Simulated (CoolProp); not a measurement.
Ethylene at 167.81 K and 0.0623 MPa is compressed adiabatically to 0.297 MPa with isentropic efficiency 0.75. Each further row changes one setting.

Computed with CoolProp (reference Helmholtz-energy equation of state, Smukala 2000).

```
case             work (kJ/kg)  final temperature (K)  final density (kg/m³)
---------------  ------------  ---------------------  ---------------------
as stated                 122                  264.0                   3.89
efficiency 1             91.8                  242.7                   4.27
efficiency 0.65           141                  276.7                   3.70
```
